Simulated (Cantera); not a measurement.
Charge: 1 mol Ti(OiPr)4, 17 mol O2, 480 mol H2, held at 0.00420 bar.

Equilibrium computed with Cantera from the NASA thermochemical tables; the gas is ideal and each condensed phase is pure. Candidate condensed phases: C, C6H6, C7H8, C8H18, H2O, Ti, TiC, TiO, TiO2, Ti2O3, Ti3O5, Ti4O7; 113 gas species. The feed counts by its element totals alone. Condensed phases not in the tables: Magnéli phases beyond Ti4O7. Rates play no part. All values below are at 1750 K.

Base state: H2 0.925, H2O 0.0475, CO 0.0233, H 0.00345, CO2 0.000331, OH 1.04e-5 (mole fractions); condensed: Ti4O7(s).

Q: What changes in the equilibrium state with this change: O2 from 17 to 2.2 mol?

A: 
```csv
species,before,after
H2,0.925,0.980
CO,0.0233,0.0167
H,0.00345,0.00355
H2O,0.0475,2.53e-8
CO2,0.000331,<1e-9
C2H2 (acetylene),<1e-9,0.000113
"Ti4O7(s), mol",0.250,0
"C(graphite), mol",0,2.48
"TiC(s), mol",0,1.00
```
TiC: taken at fixed stoichiometry.

Q: What changes in the equilibrium state with this change: H2 from 480 to 8 mol?

A: 
```tsv
species	before	after
H2O	0.0475	0.518
CO2	0.000331	0.187
CO	0.0233	0.166
H2	0.925	0.127
OH	1.04e-5	0.000306
H	0.00345	0.00128
Ti4O7(s), mol	0.250	0
TiO2(rutile), mol	0	1.000
```
